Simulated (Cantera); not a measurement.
Charge: 1 mol Fe(CO)5, 0.63 mol CO, 3.6 mol N2, equilibrated at 752 °C and 1400 Pa.

These are equilibrium values from Cantera (NASA tables, ideal gas, pure condensed phases), not measurements of a reactor. Candidate condensed phases: C, Fe, Fe(CO)5, FeO, Fe2O3, Fe3O4; 27 gas species. Condensed phases not in the tables: cementite and carbon dissolved in iron. Kinetics and transport are ignored.

Base state: CO 0.607, N2 0.391, CO2 0.00178 (mole fractions); condensed: C(graphite) + Fe(α).

Task: What changes in the equilibrium state with this change: Fe(CO)5 replaced by Pb?

Result: 
```tsv
species	before	after
N2	0.391	0.849
CO	0.607	0.148
Pb	0	0.00199
CO2	0.00178	0.000106
C(graphite), mol	0.0164	0.000450
Fe(α), mol	1.00	0
Pb(l), mol	0	0.992
```
Further candidate phases: Pb, PbO, PbO2, Pb3O4.
